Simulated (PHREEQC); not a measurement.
Consider water at 86 °C with 0.001 mol HCl and 0.00026 mol FeSO4 per kg of water. Closed to the air; pH follows from the charge balance.

Equilibrium calculation in PHREEQC: ion-association model, phreeqc.dat.

| quantity | before | after |
|---|---|---|
| pH | 3.05 | 3.03 |
| ionic strength (mol/kgw) | 0.00186 | 0.00199 |
| Fe+2 (mol/kgw) | 0.000246 | 0.000254 |
| SO4-2 (mol/kgw) | 0.000182 | 0.000240 |
| HSO4- (mol/kgw) | 6.51e-5 | 1.41e-5 |
| FeSO4 (mol/kgw) | 1.31e-5 | 5.57e-6 |
| SI of Melanterite (FeSO4:7H2O) | -5.82 | -4.97 |

**Question.** Name the change that produced these shifts.
A. diluted 100-fold with water
B. diluted 10-fold with water
C. temperature from 86 to 10 °C
D. temperature from 86 to 50 °C
E. temperature from 86 to 35 °C

**Answer.** C, temperature from 86 to 10 °C

Precipitation was switched off in this run. Away from 25 °C the constants follow the database's enthalpies or fits; those with neither stay at their 25 °C values.
